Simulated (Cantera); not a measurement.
Charge: 1 mol SiCl4, 2.7 mol HCl, 4.7 mol H2, 0.97 mol Cl2, equilibrated at 1.50 bar.

Cantera equilibrium calculation (NASA polynomials, part measured and part estimated; ideal gas, pure solids and liquids). Candidate condensed phases: Si; 19 gas species. The tables' values for SiCl3 are old estimates; treat these amounts as uncertain. Kinetics and transport are ignored. All values below are at 1073 K.

Base state: HCl 0.496, H2 0.397, SiCl4 0.106, SiHCl3 0.00104, SiCl3 5.59e-5 (mole fractions); condensed: gas only.

Q: What changes in the equilibrium state with this change: HCl from 2.7 to 5.6 mol?

A: 
```
species   before     after
-------  -------  --------
HCl        0.496     0.615
H2         0.397     0.303
SiCl4      0.106    0.0810
SiHCl3   0.00104  0.000490
SiCl3    5.59e-5   3.02e-5
```
